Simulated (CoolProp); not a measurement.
Vapour-liquid equilibrium of n-hexane (1) + n-decane (2) at 409.7 K; x and y are mole fractions of (1).

Model: multi-fluid Helmholtz-energy mixture model, Thol 2019 and Lemmon 2006; pair parameters Kunz 2012, in CoolProp.

### Question
Give the bubble pressure and the first vapour's composition at x = 0.55, 0.85, 0.95. Is there an azeotrope?

### Answer
x = 0.55: 3.069 bar, y = 0.939; x = 0.85: 4.805 bar, y = 0.985; x = 0.95: 5.422 bar, y = 0.995. No azeotrope shows between x = 0.05 and 0.95.

Pair parameters are fitted to limited data, so mixtures are less certain than the pure fluids.
